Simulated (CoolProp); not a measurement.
Model: reference Helmholtz-energy equation of state, Thol 2021, in CoolProp.

Q: For chlorine, give the phase and the Z, cp (kJ/(kg K)), speed of sound (m/s), isothermal compressibility (1/MPa) at 277.8 K and 94.7 bar.

A: 
- 277.8 K and 94.7 bar: liquid; Z 0.197, cp 0.945, speed of sound 948, isothermal compressibility 0.00146
